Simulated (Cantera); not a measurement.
**Low-pressure radical oxidation in H2/O2**

A perfectly stirred reactor is fed with H2 : O2 : N2 = 0.0083 : 1 : 1.4 (molar parts), equivalence ratio 0.0042, at 20.0 Torr; it is held at 1175 K, and followed from long to short residence time.

Model: GRI-Mech 3.0 (53 species, 325 reactions), integrated in Cantera. Radical loss at walls, strong at low pressure, is not modelled.

```tsv
τ (s)	x H2	x O2	x N2O	x H2O	x NO	x O
8.9	7.71e-6	0.414	3.27e-8	0.00341	3.50e-8	0.000145
2.6	1.53e-5	0.414	2.93e-8	0.00339	2.13e-8	0.000310
0.77	3.02e-5	0.414	2.47e-8	0.00335	1.35e-8	0.000620
0.23	6.14e-5	0.413	1.88e-8	0.00327	9.28e-9	0.00111
0.067	0.000137	0.413	1.17e-8	0.00313	6.25e-9	0.00167
0.020	0.000327	0.413	5.47e-9	0.00285	3.35e-9	0.00200
0.0058	0.000840	0.413	1.68e-9	0.00226	1.07e-9	0.00181
```
x: mole fraction; the columns are a selection and need not sum to one.
